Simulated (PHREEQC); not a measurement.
Solution A (0.0046 mol HCl and 0.037 mol ZnSO4 per kg of water) is mixed with solution B (16 mmol/kgw H3BO3 and 2.2 mmol/kgw NaF) at 25 °C; shares are by mass of water, 1 kg in all. O2 is buffered at 0.21 atm. CO2 from the air is kept out. The run lets Halite, Zn(OH)2(e) precipitate or redissolve, and no other solid.

The series has 11 steps of share of solution B, from 0 to 1.

Equilibrium calculation in PHREEQC: ion-association model, phreeqc.dat.

Q: Between which two steps does the pH jump most, and from what to what?

A: Between share of solution B = 0.9 and 1: from 4.03 to 5.94.

Real BF4- forms and hydrolyses slowly; the run takes it at equilibrium.
